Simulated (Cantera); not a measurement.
A perfectly stirred reactor is fed with CH₄ : O₂ : N₂ : H₂O = 1 : 3.39 : 13.9 : 4 (molar parts), equivalence ratio 0.59, at 1.00 bar; it is adiabatic with a 725 K inlet, and is followed from long to short residence time, starting on the burning branch (τ in s: 0.057, 0.026, 0.012, 0.0052, 0.0023, 0.001, 0.00047, 0.00021, 9.5e-05, 4.3e-05, 1.9e-05).

Model: GRI-Mech 3.0 (53 species, 325 reactions), integrated in Cantera.

Q: Predict: blow-out, bracketed by the residence times tried; x(CH₄) at τ = 57.0 ms; x(O₂) at τ = 57.0 ms; x(H₂O) at τ = 57.0 ms; x(CH₂CO) at τ = 57.0 ms; x(HO₂) at τ = 57.0 ms; x(CH₄) at τ = 1.00 ms; x(O₂) at τ = 1.00 ms; x(H₂O) at τ = 1.00 ms; x(CH₂CO) at τ = 1.00 ms; x(HO₂) at τ = 1.00 ms.

A: blow-out, bracketed by the residence times tried: burning at 0.470 ms, out at 0.210 ms
x(CH₄) at τ = 57.0 ms: 1.97e-5
x(O₂) at τ = 57.0 ms: 0.0623
x(H₂O) at τ = 57.0 ms: 0.268
x(CH₂CO) at τ = 57.0 ms: 4.62e-9
x(HO₂) at τ = 57.0 ms: 2.32e-6
x(CH₄) at τ = 1.00 ms: 0.000328
x(O₂) at τ = 1.00 ms: 0.0654
x(H₂O) at τ = 1.00 ms: 0.263
x(CH₂CO) at τ = 1.00 ms: 2.52e-7
x(HO₂) at τ = 1.00 ms: 2.61e-5
